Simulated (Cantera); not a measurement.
Input: 1 mol CF4, 0.89 mol F2, a varied amount of H2, at 2798 K and 22000 Pa.

Points: n(H2) (mol) = 2.2, 2.7, 3.4, 4.2, 5.3, 6.5, 8.1, 10, 12, 16, 19.

Cantera's Mixture.equilibrate('TP', solver="vcs", rtol=1e-11, max_steps=5000) on the NASA tables stopped like this:

```
ERROR: FAILURE its = 5001!

*******************************************************************************
CanteraError thrown by MultiPhase::equilibrate:
VCS solver failed. Return code: -1
*******************************************************************************
```

**Question.** What got this run through?

**Answer.** This is not unique; one that fits is The failure is numerical, not chemical. The same input converged with solver="gibbs", rtol=1e-10, max_steps=50000, and the result passed a check of the equilibrium conditions:
```
log10 of partial pressures in bar; condensed amounts in mol
     n(H2)        HF        H2         H         F       CF2 C2H2,acet        CF     C(gr)
       2.2    -0.751    -5.307    -3.744    -1.566    -1.889    -6.787    -2.699     0.621
       2.7    -0.686    -4.352    -3.266    -1.979    -2.714    -5.832    -3.112    0.9258
       3.4    -0.706    -1.895    -2.038    -3.227    -5.210    -3.375    -4.360    0.9676
       4.2    -0.762    -1.506    -1.843    -3.478    -5.713    -2.986    -4.611    0.9203
       5.3    -0.829    -1.291    -1.736    -3.652    -6.060    -2.771    -4.785    0.8531
       6.5    -0.891    -1.170    -1.675    -3.775    -6.306    -2.649    -4.908     0.779
       8.1    -0.961    -1.076    -1.628    -3.893    -6.542    -2.555    -5.026    0.6798
        10    -1.033    -1.008    -1.594    -3.998    -6.752    -2.488    -5.131    0.5616
        12    -1.097    -0.962    -1.571    -4.085    -6.926    -2.442    -5.218    0.4371
        16    -1.202    -0.906    -1.543    -4.218    -7.192    -2.386    -5.351    0.1876
        19    -1.267    -0.880    -1.530    -4.295    -7.347    -2.360    -5.429   0.00042
```

The gas is ideal and each condensed phase is pure.
